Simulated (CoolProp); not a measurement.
R1224YDZ along the isobar 2.01 MPa: fugacity coefficient from the reference equation and from simpler models built on Tc = 428.7 K, pc = 3.334 MPa, ω = 0.325; each cubic takes its own stable root.

Computed with CoolProp (reference Helmholtz-energy equation of state, Akasaka 2023).

```json
[
 {"T (K)": "301.2", "phase": "liquid", "reference": "0.08300", "van der Waals": "0.3222", "Redlich-Kwong": "0.1500", "Soave-Redlich-Kwong": "0.08472", "Peng-Robinson": "0.08342"},
 {"T (K)": "315.5", "phase": "liquid", "reference": "0.1291", "van der Waals": "0.3915", "Redlich-Kwong": "0.2117", "Soave-Redlich-Kwong": "0.1321", "Peng-Robinson": "0.1294"},
 {"T (K)": "329.9", "phase": "liquid", "reference": "0.1912", "van der Waals": "0.4672", "Redlich-Kwong": "0.2869", "Soave-Redlich-Kwong": "0.1960", "Peng-Robinson": "0.1913"},
 {"T (K)": "344.2", "phase": "liquid", "reference": "0.2697", "van der Waals": "0.5472", "Redlich-Kwong": "0.3742", "Soave-Redlich-Kwong": "0.2771", "Peng-Robinson": "0.2697"},
 {"T (K)": "358.5", "phase": "liquid", "reference": "0.3656", "van der Waals": "0.6309", "Redlich-Kwong": "0.4725", "Soave-Redlich-Kwong": "0.3759", "Peng-Robinson": "0.3653"},
 {"T (K)": "372.8", "phase": "liquid", "reference": "0.4783", "van der Waals": "0.7167", "Redlich-Kwong": "0.5799", "Soave-Redlich-Kwong": "0.4915", "Peng-Robinson": "0.4773"},
 {"T (K)": "387.2", "phase": "liquid", "reference": "0.6071", "van der Waals": "0.7696", "Redlich-Kwong": "0.6940", "Soave-Redlich-Kwong": "0.6220", "Peng-Robinson": "0.6041"},
 {"T (K)": "415.8", "phase": "gas", "reference": "0.7726", "van der Waals": "0.8078", "Redlich-Kwong": "0.7817", "Soave-Redlich-Kwong": "0.7776", "Peng-Robinson": "0.7599"},
 {"T (K)": "430.2", "phase": "gas", "reference": "0.7996", "van der Waals": "0.8236", "Redlich-Kwong": "0.8027", "Soave-Redlich-Kwong": "0.8032", "Peng-Robinson": "0.7856"},
 {"T (K)": "444.5", "phase": "gas", "reference": "0.8220", "van der Waals": "0.8375", "Redlich-Kwong": "0.8210", "Soave-Redlich-Kwong": "0.8252", "Peng-Robinson": "0.8077"},
 {"T (K)": "458.8", "phase": "gas", "reference": "0.8411", "van der Waals": "0.8500", "Redlich-Kwong": "0.8371", "Soave-Redlich-Kwong": "0.8444", "Peng-Robinson": "0.8272"},
 {"T (K)": "473.1", "phase": "gas", "reference": "0.8577", "van der Waals": "0.8612", "Redlich-Kwong": "0.8513", "Soave-Redlich-Kwong": "0.8614", "Peng-Robinson": "0.8444"}
]
```

At some of these states van der Waals gives the other phase, because its saturation line lies elsewhere.
